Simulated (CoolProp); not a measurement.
A single-stage vapour-compression cycle with the fluid: evaporating at 283.15 K (dew point), condensing at 325.15 K (bubble point), superheat 2 K, subcooling 2 K, compressor efficiency 0.65, no pressure losses. The same conditions are run with several fluids, on thermodynamics alone (safety and materials aside).

Computed with CoolProp (reference Helmholtz-energy equation of state of each fluid (chloromethane (R40): Thol 2014; R124: de Vries 1995; R143a: Lemmon and Jacobsen 2000; isohexane: Lemmon 2006; hydrogen sulfide: Lemmon 2006; isobutene: Lemmon 2005)).

| fluid | cooling COP | pressure ratio | discharge temperature (K) | refrigerating effect (kJ/kg) | volumetric capacity (kJ/m³) |
|---|---|---|---|---|---|
| chloromethane (R40) | 3.75 | 3.24 | 391.1 | 328 | 2760 |
| R124 | 3.54 | 3.49 | 336.1 | 110 | 1610 |
| R143a | 3.04 | 2.89 | 342.2 | 111 | 4070 |
| isohexane | 3.74 | 5.30 | 329.6 | 270 | 145 |
| hydrogen sulfide | 3.45 | 2.70 | 395.8 | 356 | 8110 |
| isobutene | 3.67 | 3.41 | 339.0 | 282 | 1340 |
